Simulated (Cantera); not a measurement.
Input: 1 mol Pb, 68 mol N2, at 1 atm.

Cantera equilibrium calculation (NASA polynomials, part measured and part estimated; ideal gas, pure solids and liquids). Candidate condensed phases: Pb; 4 gas species. Kinetics and transport are ignored.

x: gas mole fraction; n: condensed amount in mol.

| T (K) | x N2 | x Pb | x Pb2 | n Pb(l) |
|---|---|---|---|---|
| 848 | 1.00 | 2.95e-7 | <1e-12 | 1.000 |
| 898 | 1.000 | 1.28e-6 | <1e-12 | 1.000 |
| 948 | 1.000 | 4.73e-6 | … | 1.000 |
| 998 | 1.000 | 1.53e-5 | … | 0.999 |
| 1048 | 1.000 | 4.41e-5 | … | 0.997 |
| 1098 | 1.000 | 0.000115 | … | 0.992 |
| 1148 | 1.000 | 0.000277 | … | 0.981 |
| 1198 | 0.999 | 0.000616 | … | 0.958 |
| 1248 | 0.999 | 0.00128 | … | 0.913 |
| 1298 | 0.997 | 0.00252 | … | 0.828 |
| 1348 | 0.995 | 0.00471 | … | 0.678 |
| 1398 | 0.992 | 0.00841 | … | 0.423 |
| 1448 | 0.986 | 0.0144 | … | 0.00570 |
| 1498 | 0.986 | 0.0145 | … | 0 |

Problem. What belongs in the gaps?

Solution. 
- 948, x Pb2: 6.54e-12
- 998, x Pb2: 4.67e-11
- 1048, x Pb2: 2.75e-10
- 1098, x Pb2: 1.37e-9
- 1148, x Pb2: 5.91e-9
- 1198, x Pb2: 2.25e-8
- 1248, x Pb2: 7.65e-8
- 1298, x Pb2: 2.36e-7
- 1348, x Pb2: 6.68e-7
- 1398, x Pb2: 1.75e-6
- 1448, x Pb2: 4.28e-6
- 1498, x Pb2: 3.65e-6
